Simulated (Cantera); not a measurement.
Premixed flame

A freely propagating, adiabatic, planar premixed flame of H₂ : O₂ : N₂ = 1 : 0.417 : 1.38 (molar parts), equivalence ratio 1.2, unburnt at 600 K and 1.40 bar; mixture-averaged transport, grid criteria slope 0.08 and curve 0.16, no radiation.

Detailed kinetics in Cantera: the H2/O2 subset of GRI-Mech 3.0, which has no nitrogen chemistry. Burning velocities carry a grid error of a few per cent, more on coarse grids.

```csv
z (mm),T (K),u (m/s),x H₂,x O₂,x H₂O₂,x H,x O,x H₂O
-0.878,600,9.35,0.358,0.149,<1e-8,<1e-8,<1e-8,<1e-8
-0.585,600,9.35,0.358,0.149,<1e-8,<1e-8,<1e-8,<1e-8
-0.439,600,9.35,0.358,0.149,<1e-8,<1e-8,<1e-8,<1e-8
-0.293,600,9.35,0.358,0.149,<1e-8,1.73e-8,<1e-8,6.10e-8
-0.146,613,9.51,0.354,0.149,2.68e-6,0.000136,6.69e-6,0.000458
-0.0731,835,12.7,0.320,0.144,1.92e-5,0.00749,0.000416,0.0196
0,1318,19.2,0.198,0.0972,6.16e-6,0.0490,0.00654,0.120
0.0731,1645,23.7,0.101,0.0363,2.88e-6,0.0771,0.0120,0.229
0.146,1798,25.7,0.0820,0.0204,1.72e-6,0.0742,0.0121,0.257
0.293,1961,27.7,0.0811,0.0154,9.49e-7,0.0610,0.0105,0.269
0.585,2130,29.7,0.0816,0.0120,5.45e-7,0.0463,0.00808,0.281
1.17,2296,31.6,0.0801,0.00866,3.52e-7,0.0330,0.00551,0.295
2.34,2440,33.2,0.0773,0.00568,2.59e-7,0.0225,0.00337,0.309
```
x: mole fraction of selected species; z is measured from the peak of heat release.

The laminar burning velocity is 935 cm/s, the thermal thickness is 0.293 mm and the peak x(H₂O₂) is 1.94e-5. The peak x(H) comes out as 0.0779. The peak x(O) is 0.0123. The grid points comes out as 140.
